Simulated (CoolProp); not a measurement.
Vapour-liquid equilibrium of dimethyl carbonate (1) + n-nonane (2) at 0.162 bar; x and y are mole fractions of (1).

The numbers come from the multi-fluid Helmholtz-energy mixture model, Zhou 2011 and Lemmon 2006; pair parameters Bell 2016 in CoolProp.

```csv
x,bubble temperature (K),y at the bubble point,dew temperature at overall composition x (K),liquid density (mol/L)
0.05,346.7,0.564,364.8,5.410
0.2,323.5,0.872,360.5,6.064
0.35,317.5,0.915,355.6,6.709
0.5,316.2,0.924,349.7,7.446
0.65,316.1,0.924,342.1,8.342
0.8,315.9,0.929,331.2,9.479
0.95,315.1,0.966,315.3,10.96
```

No azeotrope shows between x = 0.05 and 0.95.

Pair parameters are fitted to limited data, so mixtures are less certain than the pure fluids. With so large a gap from Raoult's law the liquid may split in two, which this calculation doesn't test in full.
